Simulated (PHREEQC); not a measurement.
A solution holds 0.029 mol KH2PO4 and 0.049 mol H2SO4 per kg of water, at 30 °C. Closed to the air; pH follows from the charge balance.

The numbers come from PHREEQC with the ion-association model, phreeqc.dat.

| quantity | before | after |
|---|---|---|
| pH | 1.45 | 4.57 |
| ionic strength (mol/kgw) | 0.0872 | 0.159 |
| K+ (mol/kgw) | 0.0277 | 0.0265 |
| H3PO4 (mol/kgw) | 0.0236 | 8.89e-5 |
| H2PO4- (mol/kgw) | 0.00542 | 0.0287 |
| HPO4-2 (mol/kgw) | 1.97e-8 | 0.000161 |

Problem. What was changed between the two runs?
A) H2SO4 replaced by Na2SO4 at the same molality
B) diluted 10-fold with water
C) KH2PO4 from 0.029 to 0.058 mol/kgw
D) H2SO4 left out

Solution. A, H2SO4 replaced by Na2SO4 at the same molality

This is a speciation only: nothing precipitates in the calculation.
